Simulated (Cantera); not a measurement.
Feed: 1 mol Ti, 0.73 mol H₂O, 19 mol H₂, equilibrated at 1975 K and 10000 Pa.

Cantera equilibrium calculation (NASA polynomials, part measured and part estimated; ideal gas, pure solids and liquids). Candidate condensed phases: H₂O, Ti, TiO, TiO₂, Ti₂O₃, Ti₃O₅, Ti₄O₇; 12 gas species. Mutual solubility and eutectic melting of coexisting phases are not modelled. TiO: taken at fixed stoichiometry. Condensed phases not in the tables: N, O or C dissolved in the metal. Rates play no part.

Base state: H₂ 0.996, H 0.00432, Ti 7.12e-5 (mole fractions); condensed: Ti(l) + TiO(s).

Question: What changes in the equilibrium state with this change: Ti replaced by Ti(OiPr)₄?

Answer: 
| species | before | after |
|---|---|---|
| H₂ | 0.996 | 0.873 |
| CO | 0 | 0.123 |
| H | 0.00432 | 0.00404 |
| C₂H₂ (acetylene) | 0 | 0.000567 |
| Ti | 7.12e-5 | 4.67e-9 |
| CH₄ | 0 | 3.46e-5 |
| Ti(l), mol | 0.269 | 0 |
| TiO(s), mol | 0.730 | 0 |
| C(graphite), mol | 0 | 6.22 |
| TiC(s), mol | 0 | 1.00 |
The feed counts by its element totals alone. TiC: taken at fixed stoichiometry. Further candidate phases: C, C₆H₆, C₇H₈, C₈H₁₈, TiC.
